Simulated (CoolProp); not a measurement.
Cyclopentane along the isotherm 423.9 K: Z from the reference equation and from simpler models built on Tc = 511.7 K, pc = 4.583 MPa, ω = 0.202; each cubic takes its own stable root.

Model: reference Helmholtz-energy equation of state, Gedanitz 2015, in CoolProp.

```json
[
 {"p (MPa)": "0.0362", "phase": "gas", "reference": "0.9949", "van der Waals": "0.9963", "Redlich-Kwong": "0.9954", "Soave-Redlich-Kwong": "0.9952", "Peng-Robinson": "0.9948"},
 {"p (MPa)": "0.0687", "phase": "gas", "reference": "0.9902", "van der Waals": "0.9930", "Redlich-Kwong": "0.9912", "Soave-Redlich-Kwong": "0.9908", "Peng-Robinson": "0.9901"},
 {"p (MPa)": "0.13", "phase": "gas", "reference": "0.9814", "van der Waals": "0.9867", "Redlich-Kwong": "0.9833", "Soave-Redlich-Kwong": "0.9825", "Peng-Robinson": "0.9812"},
 {"p (MPa)": "0.247", "phase": "gas", "reference": "0.9642", "van der Waals": "0.9744", "Redlich-Kwong": "?", "Soave-Redlich-Kwong": "0.9662", "Peng-Robinson": "0.9638"},
 {"p (MPa)": "0.468", "phase": "gas", "reference": "0.9301", "van der Waals": "0.9504", "Redlich-Kwong": "0.9378", "Soave-Redlich-Kwong": "0.9343", "Peng-Robinson": "0.9297"},
 {"p (MPa)": "0.887", "phase": "gas", "reference": "0.8586", "van der Waals": "0.9015", "Redlich-Kwong": "?", "Soave-Redlich-Kwong": "0.8682", "Peng-Robinson": "0.8596"},
 {"p (MPa)": "1.68", "phase": "liquid", "reference": "0.05624", "van der Waals": "0.7900", "Redlich-Kwong": "0.06341", "Soave-Redlich-Kwong": "0.06088", "Peng-Robinson": "0.05367"},
 {"p (MPa)": "3.19", "phase": "liquid", "reference": "0.1058", "van der Waals": "?", "Redlich-Kwong": "0.1178", "Soave-Redlich-Kwong": "?", "Peng-Robinson": "0.1004"},
 {"p (MPa)": "6.04", "phase": "liquid", "reference": "?", "van der Waals": "0.2971", "Redlich-Kwong": "0.2159", "Soave-Redlich-Kwong": "?", "Peng-Robinson": "0.1856"},
 {"p (MPa)": "11.5", "phase": "liquid", "reference": "0.3670", "van der Waals": "0.5353", "Redlich-Kwong": "?", "Soave-Redlich-Kwong": "0.3841", "Peng-Robinson": "0.3410"}
]
```

Problem. What belongs in the gaps?

Solution. 
- 0.247, Redlich-Kwong: 0.9680
- 0.887, Redlich-Kwong: 0.8758
- 3.19, van der Waals: 0.1645
- 3.19, Soave-Redlich-Kwong: 0.1137
- 6.04, reference: 0.1973
- 6.04, Soave-Redlich-Kwong: 0.2096
- 11.5, Redlich-Kwong: 0.3928

At some of these states van der Waals gives the other phase, because its saturation line lies elsewhere.
